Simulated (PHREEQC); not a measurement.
# Copper plating or etch bath: an equilibrium model

Make-up at 3.6 °C and 10 atm: 0.0053 mol/kgw CuSO4 and 0.0011 mol/kgw H2SO4. Closed to the air; pH follows from the charge balance.

The numbers come from PHREEQC with the ion-association model, phreeqc.dat.

Each row changes one thing in this solution. Precipitation was switched off in this run.

| case | pH | ionic strength (mol/kgw) | SO4-2 (mol/kgw) | HSO4- (mol/kgw) |
|---|---|---|---|---|
| as made | 2.78 | 0.0189 | 0.00482 | 0.000345 |
| H2SO4 from 0.0011 to 0.00055 mol/kgw | 3.08 | 0.0178 | 0.00449 | 0.000164 |
| CuSO4 left out | 2.70 | 0.00309 | 0.000995 | 0.000105 |
| temperature from 3.6 to 90 °C | 3.05 | 0.0165 | … | 0.00118 |
| CuSO4 from 0.0053 to 0.00265 mol/kgw | 2.75 | 0.0114 | 0.00301 | … |
| diluted 10-fold with water | 3.69 | 0.00230 | 0.000599 | 6.61e-6 |
| CuSO4 from 0.0053 to 0.053 mol/kgw | 2.98 | 0.125 | 0.0310 | 0.000935 |
| 9.2e-05 mol/kgw Ca(OH)2 added | 2.82 | 0.0190 | 0.00483 | 0.000316 |
| diluted 100-fold with water | 4.67 | 0.000243 | 6.34e-5 | 8.19e-8 |

Question: Complete the blanks.

Answer: 
- temperature from 3.6 to 90 °C, SO4-2 (mol/kgw): 0.00381
- CuSO4 from 0.0053 to 0.00265 mol/kgw, HSO4- (mol/kgw): 0.000248

Complexes and solids missing from the database can't appear. Constants without temperature data keep their 25 °C values here.
